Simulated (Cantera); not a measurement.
An adiabatic, constant-volume homogeneous reactor starts with CH₄ : C₂H₆ : C₃H₈ : O₂ : N₂ = 1 : 0.04 : 0.16 : 5.07 : 19.1 (molar parts), equivalence ratio 0.58, at 1173 K and 0.296 atm.

Cantera simulation using GRI-Mech 3.0 (53 species, 325 reactions); the numbers are that mechanism's predictions, not measurements. GRI-Mech 3.0 was tuned for natural gas; its chemistry of propane as a main component is partial and can be far from experiment.

**Question.** Predict: time of steepest temperature rise; temperature at 1.00 s; equilibrium temperature; x(H₂) at 1.00 s.

**Answer.** 
```json
{
  "time_of_steepest_temperature_rise": "21.6 ms",
  "temperature at 1.00 s": "2472 K",
  "equilibrium_temperature": "2472 K",
  "x(H₂) at 1.00 s": "0.00231 (gas-phase equilibrium 0.00231)"
}
```
